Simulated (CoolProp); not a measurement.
50 sccm (0 °C, 1 atm) of nitrogen bubbles through liquid n-pentane at 291 K and leaves saturated at a total pressure of 0.15 MPa (ideal gas phase). Each further row changes one setting.

Values from CoolProp's reference Helmholtz-energy equation of state, Thol 2019.

| case | vapour pressure (kPa) | mole fraction of vapour | delivery (mg/min) | delivery (sccm) | change of delivery for a bath 1 K warmer (%) |
|---|---|---|---|---|---|
| as stated | 52.0 | … | 85.5 | 26.5 | 6.2 |
| bath temperature 296 K | 63.1 | 0.420 | 117 | 36.3 | … |
| total pressure 0.3 MPa | 52.0 | 0.173 | … | … | 4.9 |

Problem. Complete the blanks.

Solution. 
- as stated, mole fraction of vapour: 0.347
- bath temperature 296 K, change of delivery for a bath 1 K warmer (%): 6.8
- total pressure 0.3 MPa, delivery (mg/min): 33.8
- total pressure 0.3 MPa, delivery (sccm): 10.5
